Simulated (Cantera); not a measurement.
What does this Cantera script print?

```python
import numpy as np
import cantera as ct

gas = ct.Solution("SiF4_NH3_mec.yaml", "gas")
gas.TPX = 1823, 13332, {'NH3': 1, 'N2': 4, 'H2': 0.37}
inlet = ct.Reservoir(gas, clone=True)

reactor = ct.IdealGasConstPressureReactor(gas, energy="off", clone=False)
exhaust = ct.Reservoir(gas, clone=True)
tau = [11, 3.7, 1.3, 0.47, 0.17, 0.059, 0.021, 0.0075][0]
for a, b in ((inlet, reactor), (reactor, exhaust)):
    ct.MassFlowController(a, b, mdot=lambda t: reactor.mass / tau)
net = ct.ReactorNet([reactor])
show = ['NH3', 'NH2', 'H2', 'N2H2', 'NH', 'H']

rows = []
print(f"{'tau/s':>10s}{'T/K':>9s}" + "".join(f"{s:>11s}" for s in show))
for tau in [11, 3.7, 1.3, 0.47, 0.17, 0.059, 0.021, 0.0075]:
    net.initial_time = 0.0
    net.advance(30 * tau)
    before = gas.X
    net.advance(40 * tau)
    drift = np.max(np.abs(gas.X - before) / (gas.X + 1e-9))
    rows.append([gas.T, *gas[show].X, drift])
    print(f"{tau:10.3e}{gas.T:9.1f}" + "".join(f"{x:11.3e}" for x in gas[show].X))
```

It prints:

```
     tau/s      T/K        NH3        NH2         H2       N2H2         NH          H
 1.100e+01   1823.0  2.812e-02  5.338e-05  2.595e-01  5.553e-08  1.679e-06  1.822e-04
 3.700e+00   1823.0  5.966e-02  9.125e-05  2.214e-01  1.416e-07  2.268e-06  1.254e-04
 1.300e+00   1823.0  1.027e-01  1.348e-04  1.696e-01  2.818e-07  2.778e-06  8.250e-05
 4.700e-01   1823.0  1.421e-01  1.711e-04  1.219e-01  4.283e-07  3.077e-06  5.450e-05
 1.700e-01   1823.0  1.671e-01  1.932e-04  9.182e-02  5.246e-07  3.167e-06  3.949e-05
 5.900e-02   1823.0  1.791e-01  2.016e-04  7.727e-02  5.560e-07  3.111e-06  3.240e-05
 2.100e-02   1823.0  1.837e-01  1.977e-04  7.172e-02  5.199e-07  2.890e-06  2.876e-05
 7.500e-03   1823.0  1.854e-01  1.760e-04  6.970e-02  3.892e-07  2.311e-06  2.465e-05
```

Detailed kinetics in Cantera: the gas-phase N/H chemistry of the illustrative SiF4/NH3 mechanism in the Surface Chemkin manual (1991). Walls and surfaces, which speed up NH3 decomposition in real reactors, are not modelled.
